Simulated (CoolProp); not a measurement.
Vapour-liquid equilibrium of isohexane (1) + benzene (2) at 370.3 K; x and y are mole fractions of (1).

Computed with CoolProp (multi-fluid Helmholtz-energy mixture model, Lemmon 2006 and Thol 2012; pair parameters Bell 2016).

| x | bubble pressure, mixture model (kPa) | bubble pressure, Raoult's law (kPa) | y, mixture model | y, Raoult's law |
|---|---|---|---|---|
| 0.05 | 181.4 | 172.7 | 0.121 | 0.083 |
| 0.2 | 213.6 | 190.8 | 0.350 | 0.301 |
| 0.35 | 235.5 | 208.9 | 0.494 | 0.481 |
| 0.5 | 251.8 | 227.1 | 0.612 | 0.633 |
| 0.65 | 264.9 | 245.2 | 0.723 | 0.762 |
| 0.8 | 275.8 | 263.3 | 0.837 | 0.873 |
| 0.95 | 284.8 | 281.4 | 0.958 | 0.970 |

The largest gap from Raoult's law is +12.7 % in bubble pressure, at x = 0.35. No azeotrope shows between x = 0.05 and 0.95.

The pair parameters rest on a limited set of measurements; away from them the model extrapolates.
